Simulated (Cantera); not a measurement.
Charge: 1 mol Fe, 2.9 mol SO2, 0.37 mol CO, held at 1 atm.

These are equilibrium values from Cantera (NASA tables, ideal gas, pure condensed phases), not measurements of a reactor. Candidate condensed phases: C, Fe, Fe(CO)5, FeO, FeS, FeSO4, FeS2, Fe2O3, Fe2(SO4)3, Fe3O4, S; 25 gas species. Metal and sulfide melt together well below either melting point, which pure phases cannot show. Mutual solubility and eutectic melting of coexisting phases are not modelled. The tables' stoichiometric FeO is somewhat more stable than real wüstite, so its field is too wide. FeO, FeS: taken at fixed stoichiometry. Gases not in the tables: S3 to S7. Rates play no part.

### Question
Which condensed phases are stable at each of these points (T (K)): 800, 900, 1000, 1100, 1200, 1300, 1400, 1500, 1600, 1700, 1800, 1900, 2000?

### Answer
```
T (K)    condensed phases  Fe condensed (%)
-----  ------------------  ----------------
800    FeS2(s) + Fe3O4(s)             100.0
900    FeS2(s) + Fe3O4(s)             100.0
1000    FeS(s) + Fe3O4(s)             100.0
1100    FeS(s) + Fe3O4(s)             100.0
1200    FeS(s) + Fe3O4(s)             100.0
1300    FeS(s) + Fe3O4(s)             100.0
1400    FeS(s) + Fe3O4(s)             100.0
1500      FeO(s) + FeS(l)             100.0
1600               FeO(s)             100.0
1700               FeO(l)             100.0
1800               FeO(l)             100.0
1900               FeO(l)             100.0
2000               FeO(l)             100.0
```

From 800 K to 900 K the condensed part is FeS2(s) + Fe3O4(s). From 1000 K to 1400 K the condensed part is FeS(s) + Fe3O4(s). At 1500 K the condensed part is FeO(s) + FeS(l). At 1600 K the condensed part is FeO(s). From 1700 K to 2000 K the condensed part is FeO(l).
